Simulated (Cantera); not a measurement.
**BCl3 + H2O + H2 (boron, boron nitride and boron oxide)**

Charge: 1 mol BCl3, 9.4 mol H2O, 0.2 mol H2, held at 0.133 bar.

Equilibrium computed with Cantera from the NASA thermochemical tables; the gas is ideal and each condensed phase is pure. Candidate condensed phases: B, B2O3, B3O3H3, H2O; 33 gas species. The tables' values for BOCl are old estimates; treat these amounts as uncertain. The numbers say what is thermodynamically allowed, not how fast it happens.

```json
[
 {"T (°C)": "1677", "x H2O": "0.635", "x HCl": "0.253", "x HBO2": "0.0834", "x H2": "0.0204", "x Cl": "0.00418", "x OH": "0.00127", "x H": "0.000448"},
 {"T (°C)": "1727", "x H2O": "0.633", "x HCl": "0.252", "x HBO2": "0.0830", "x H2": "0.0218", "x Cl": "0.00565", "x OH": "0.00191", "x H": "0.000658"},
 {"T (°C)": "1777", "x H2O": "0.630", "x HCl": "0.249", "x HBO2": "0.0825", "x H2": "0.0239", "x Cl": "0.00742", "x OH": "0.00277", "x H": "0.000960"},
 {"T (°C)": "1827", "x H2O": "0.627", "x HCl": "0.246", "x HBO2": "0.0819", "x H2": "0.0265", "x Cl": "0.00951", "x OH": "0.00391", "x H": "0.00139"},
 {"T (°C)": "1877", "x H2O": "0.621", "x HCl": "0.243", "x HBO2": "0.0812", "x H2": "0.0298", "x Cl": "0.0119", "x OH": "0.00537", "x H": "0.00199"},
 {"T (°C)": "1927", "x H2O": "0.615", "x HCl": "0.239", "x HBO2": "0.0804", "x H2": "0.0338", "x Cl": "0.0146", "x OH": "0.00720", "x H": "0.00284"},
 {"T (°C)": "1977", "x H2O": "0.607", "x HCl": "0.235", "x HBO2": "0.0794", "x H2": "0.0386", "x Cl": "0.0176", "x OH": "0.00944", "x H": "0.00400"},
 {"T (°C)": "2027", "x H2O": "0.598", "x HCl": "0.230", "x HBO2": "0.0782", "x H2": "0.0442", "x Cl": "0.0209", "x OH": "0.0121", "x H": "0.00557"},
 {"T (°C)": "2077", "x H2O": "0.586", "x HCl": "0.225", "x HBO2": "0.0768", "x H2": "0.0506", "x Cl": "0.0245", "x OH": "0.0154", "x H": "0.00768"},
 {"T (°C)": "2127", "x H2O": "0.573", "x HCl": "0.219", "x HBO2": "0.0752", "x H2": "0.0577", "x Cl": "0.0283", "x OH": "0.0191", "x H": "0.0105"}
]
```
x: gas mole fraction; nothing condenses.

From 1677 °C to 2127 °C nothing is condensed. The main B-bearing gas is HBO2 throughout.
